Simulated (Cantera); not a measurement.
Input (Python, Cantera) and output of one run.

```python
import numpy as np
import cantera as ct

gas_names = """
    F F2 N NF NF2 NF3 N2 Si SiF SiF2 SiF3 SiF4 SiN Si2 Si2N Si3
""".split()
cond_names = """
    Si(cr) Si(L) Si3N4(a)
""".split()


def load(file, names, dense=False):
    # The tables refer to 1 bar. Condensed volumes are neglected.
    table = {s.name: s for s in ct.Species.list_from_file(file)}
    out = []
    for n in names:
        d = dict(table[n].input_data)
        d["thermo"] = dict(d["thermo"], **{"reference-pressure": 1e5})
        if dense:
            d["equation-of-state"] = {"model": "constant-volume", "density": "1e6 g/cm^3"}
        out.append(ct.Species.from_dict(d))
    return out


gas = ct.Solution(thermo="ideal-gas", species=load("nasa_gas.yaml", gas_names))
cond = {s.name: ct.Solution(thermo="fixed-stoichiometry", species=[s], name=s.name)
        for s in load("nasa_condensed.yaml", cond_names, dense=True)}
atoms = {
    'SiF4': {'Si': 1, 'F': 4},
    'N2': {'N': 2},
}
top_T = {'Si3N4(a)': 2400}  # K; cautious upper limits of use, not melting points


def equilibrate(T, P, feed):
    n = {}
    for name, mol in feed.items():
        for a, k in atoms[name].items():
            n[a] = n.get(a, 0.0) + k * mol
    gas.TPX = T, P, n
    mass = sum(n.values()) * gas.mean_molecular_weight
    gas.equilibrate("TP")
    valid = [c for c in cond.values() if c.min_temp <= T <= top_T.get(c.name, c.max_temp)]
    mix = ct.Mixture([(gas, mass / gas.mean_molecular_weight)] + [(c, 0.0) for c in valid])
    mix.T, mix.P = T, P
    mix.equilibrate("TP", solver="vcs", rtol=1e-11, max_steps=5000)
    return mix


results = []
feed = {'SiF4': 1, 'N2': 1.7}  # mol
T = 1073  # K
P = 1900  # Pa
mix = equilibrate(T, P, feed)
results.append((T, P, feed, dict(zip(mix.species_names, mix.species_moles))))
print(gas.report(threshold=0.001))
for i in range(1, mix.n_phases):
    print(f"{mix.phase(i).name:16s} {mix.phase_moles(i):12.5e} mol")
```

It prints:

```
       temperature   1073 K
          pressure   1900 Pa
           density   0.011966 kg/m^3
  mean mol. weight   56.186 kg/kmol
   phase of matter   gas

                          1 kg             1 kmol
                     ---------------   ---------------
          enthalpy       -9.8972e+06       -5.5609e+08  J
   internal energy       -1.0056e+07       -5.6501e+08  J
           entropy            5900.4        3.3152e+05  J/K
    Gibbs function       -1.6228e+07       -9.1181e+08  J
 heat capacity c_p            1048.5             58909  J/K
 heat capacity c_v            900.48             50595  J/K

                      mass frac. Y      mole frac. X     chem. pot. / RT
                     ---------------   ---------------   ---------------
                N2           0.31393           0.62963           -29.473
              SiF4           0.68607           0.37037           -225.85
     [  +14 minor]        1.9274e-10         2.081e-10

Si(cr)            0.00000e+00 mol
Si3N4(a)          0.00000e+00 mol
```

Cantera equilibrium calculation (NASA polynomials, part measured and part estimated; ideal gas, pure solids and liquids).
